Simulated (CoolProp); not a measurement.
Computed with CoolProp (reference Helmholtz-energy equation of state, Lemmon 2006). It is a short technical equation, of lower accuracy than the large ones.

Problem. Give the vapour pressure (MPa), liquid density (kg/m³), liquid cp (kJ/(kg K)) of saturated isohexane at 388 K.

Solution. 
```json
[
 {"T (K)": "388", "p (MPa)": "0.438", "liquid density (kg/m³)": "556", "liquid cp (kJ/(kg K))": "2.73"}
]
```
